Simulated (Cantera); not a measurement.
# Adiabatic ignition

An adiabatic, constant-volume homogeneous reactor starts with C3H8 : O2 : N2 = 1 : 3.57 : 9.64 (molar parts), equivalence ratio 1.4, at 1600 K and 760 Torr.

Detailed kinetics in Cantera: GRI-Mech 3.0 (53 species, 325 reactions). GRI-Mech 3.0 was tuned for natural gas; its chemistry of propane as a main component is partial and can be far from experiment. Above 3000 K some thermodynamic fits are extrapolated.

```
t (s)     T (K)  P (bar)  x C3H8     x O2     x H2O   x H2O2    x C2H2
--------  -----  -------  ------  -------  --------  -------  --------
2.00e-6    1588     1.01  0.0684    0.250  0.000170  5.80e-6   2.07e-7
6.07e-6    1576     1.01  0.0622    0.247   0.00203  2.78e-5   9.27e-6
1.84e-5    1624     1.07  0.0345    0.223    0.0163  6.43e-5  0.000356
5.58e-5    3128     2.46  <1e-12  0.00976     0.134  4.28e-7    <1e-12
0.000169   3122     2.45  <1e-12  0.00874     0.134  4.04e-7    <1e-12
0.000514   3119     2.45  <1e-12  0.00842     0.133  3.94e-7    <1e-12
0.00156    3119     2.45  <1e-12  0.00841     0.133  3.94e-7    <1e-12
0.00473    3119     2.45  <1e-12  0.00841     0.133  3.94e-7    <1e-12
0.0143     3119     2.45  <1e-12  0.00841     0.133  3.94e-7    <1e-12
0.0435     3119     2.45  <1e-12  0.00841     0.133  3.94e-7    <1e-12
0.132      3119     2.45  <1e-12  0.00841     0.133  3.94e-7    <1e-12
0.400      3119     2.45  <1e-12  0.00841     0.133  3.94e-7    <1e-12
```
x: mole fraction; the columns are a selection and need not sum to one.

- time of steepest temperature rise = 27.7 µs
- temperature at 0.400 s = 3119 K
- equilibrium temperature = 3119 K
- x(C3H8) at 0.400 s = <1e-12 (gas-phase equilibrium <1e-12)
- x(O2) at 0.400 s = 0.00841 (gas-phase equilibrium 0.00841)
- x(H2O) at 0.400 s = 0.133 (gas-phase equilibrium 0.133)
